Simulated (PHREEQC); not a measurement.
Solution (22 °C): 13 mmol/kgw HF, 2.4 mmol/kgw NaF and 110 mmol/kgw HCl. Closed to the air; pH follows from the charge balance.

All values are PHREEQC results (ion-association model, phreeqc.dat), not measurements.

```json
[
 {"quantity": "pH", "before": "1.05", "after": "2.72"},
 {"quantity": "ionic strength (mol/kgw)", "before": "0.110", "after": "0.00444"},
 {"quantity": "F- (mol/kgw)", "before": "0.000164", "after": "0.00426"},
 {"quantity": "HF2- (mol/kgw)", "before": "9.32e-6", "after": "0.000172"},
 {"quantity": "NaF (mol/kgw)", "before": "1.30e-7", "after": "5.09e-6"}
]
```

### Question
Which change was made?
A. HF replaced by KHF2 at the same molality
B. 0.0076 mol/kgw H2SO4 added
C. diluted 5-fold with water
D. NaF replaced by NaBr at the same molality
E. HCl left out

### Answer
E, HCl left out

No solid was allowed to form.
